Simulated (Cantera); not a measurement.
Cantera run, input and output.

```python
import numpy as np
import cantera as ct

gas = ct.Solution("h2o2.yaml")
gas.TPX = 1073, 61000, {'H2': 1.8, 'O2': 1, 'N2': 4.6}
inlet = ct.Reservoir(gas, clone=True)

reactor = ct.IdealGasConstPressureReactor(gas, energy="off", clone=False)
exhaust = ct.Reservoir(gas, clone=True)
tau = [25, 8.9, 3.2, 1.1, 0.39, 0.14, 0.049, 0.017, 0.0062, 0.0022, 0.00077][0]
for a, b in ((inlet, reactor), (reactor, exhaust)):
    ct.MassFlowController(a, b, mdot=lambda t: reactor.mass / tau)
net = ct.ReactorNet([reactor])
show = ['H2', 'O2', 'O', 'H', 'OH', 'H2O']

rows = []
print(f"{'tau/s':>10s}{'T/K':>9s}" + "".join(f"{s:>11s}" for s in show))
for tau in [25, 8.9, 3.2, 1.1, 0.39, 0.14, 0.049, 0.017, 0.0062, 0.0022, 0.00077]:
    net.initial_time = 0.0
    net.advance(30 * tau)
    before = gas.X
    net.advance(40 * tau)
    drift = np.max(np.abs(gas.X - before) / (gas.X + 1e-9))
    rows.append([gas.T, *gas[show].X, drift])
    print(f"{tau:10.3e}{gas.T:9.1f}" + "".join(f"{x:11.3e}" for x in gas[show].X))
```

It prints:

```
     tau/s      T/K         H2         O2          O          H         OH        H2O
 2.500e+01   1073.0  4.111e-04  1.558e-02  3.122e-07  4.450e-07  3.586e-06  2.764e-01
 8.900e+00   1073.0  6.515e-04  1.570e-02  7.896e-07  1.192e-06  6.276e-06  2.762e-01
 3.200e+00   1073.0  9.633e-04  1.585e-02  1.975e-06  3.184e-06  1.166e-05  2.758e-01
 1.100e+00   1073.0  1.409e-03  1.606e-02  5.086e-06  8.964e-06  2.292e-05  2.753e-01
 3.900e-01   1073.0  2.111e-03  1.640e-02  1.224e-05  2.449e-05  4.253e-05  2.745e-01
 1.400e-01   1073.0  3.324e-03  1.699e-02  2.745e-05  6.533e-05  7.354e-05  2.730e-01
 4.900e-02   1073.0  5.510e-03  1.806e-02  5.876e-05  1.739e-04  1.221e-04  2.704e-01
 1.700e-02   1073.0  9.332e-03  1.996e-02  1.192e-04  4.475e-04  1.965e-04  2.658e-01
 6.200e-03   1073.0  1.540e-02  2.300e-02  2.232e-04  1.043e-03  3.026e-04  2.584e-01
 2.200e-03   1073.0  2.545e-02  2.812e-02  4.093e-04  2.326e-03  4.647e-04  2.460e-01
 7.700e-04   1073.0  4.143e-02  3.636e-02  7.321e-04  4.867e-03  7.075e-04  2.258e-01
```

Model: the H2/O2 subset of GRI-Mech 3.0, which has no nitrogen chemistry, integrated in Cantera. The temperature is held fixed by assumption; the heat of reaction is taken as removed at once.
